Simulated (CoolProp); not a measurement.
Vapour-liquid equilibrium of cyclopropane (1) + R134a (2) at 55.45 °C; x and y are mole fractions of (1).

The numbers come from the multi-fluid Helmholtz-energy mixture model, Polt 1992 and Tillner-Roth 1994; pair parameters Bell 2016 in CoolProp. This equation is an older, rougher fit; its heat capacities, sound speeds and derivatives of the liquid may be far off and weren't checked against measurements.

```csv
x,"bubble pressure, mixture model (kPa)","bubble pressure, Raoult's law (kPa)","y, mixture model","y, Raoult's law"
0.05,1605,1509,0.088,0.050
0.125,1727,1510,0.195,0.126
0.2,1822,1511,0.280,0.202
0.275,1892,1512,0.350,0.277
0.35,1941,1513,0.409,0.352
0.425,1971,1514,0.462,0.427
0.5,1985,1516,0.510,0.503
0.575,1982,1517,0.556,0.577
0.65,1964,1518,0.604,0.652
0.725,1928,1519,0.655,0.727
0.8,1869,1520,0.716,0.802
0.875,1779,1521,0.793,0.876
0.95,1645,1522,0.900,0.950
```

The largest gap from Raoult's law is +30.9 % in bubble pressure, at x = 0.5. y crosses x between x = 0.5 and 0.575: the model has an azeotrope there.

Pair parameters are fitted to limited data, so mixtures are less certain than the pure fluids.
